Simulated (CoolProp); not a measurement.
Vapour-liquid equilibrium of n-heptane (1) + p-xylene (2) at 47.85 °C; x and y are mole fractions of (1).

The numbers come from the multi-fluid Helmholtz-energy mixture model, Span 2003 and Zhou 2012; pair parameters Bell 2016 in CoolProp.

```
x     bubble pressure, mixture model (kPa)  bubble pressure, Raoult's law (kPa)  y, mixture model  y, Raoult's law
----  ------------------------------------  -----------------------------------  ----------------  ---------------
0.05                                 4.892                                4.588             0.237            0.188
0.2                                  7.421                                6.591        (withheld)            0.524
0.35                                 9.544                                8.594        (withheld)            0.703
0.5                                  11.43                                10.60             0.811            0.815
0.65                                 13.19                                12.60             0.879            0.891
0.8                                  14.92                                14.60             0.935            0.946
0.95                                 16.67                                16.60        (withheld)            0.988
```

**Question.** Some entries are withheld; supply them.

**Answer.** 
- 0.2, y, mixture model: 0.569
- 0.35, y, mixture model: 0.719
- 0.95, y, mixture model: 0.984

The largest gap from Raoult's law is +12.6 % in bubble pressure, at x = 0.2. No azeotrope shows between x = 0.05 and 0.95.

Pair parameters are fitted to limited data, so mixtures are less certain than the pure fluids.
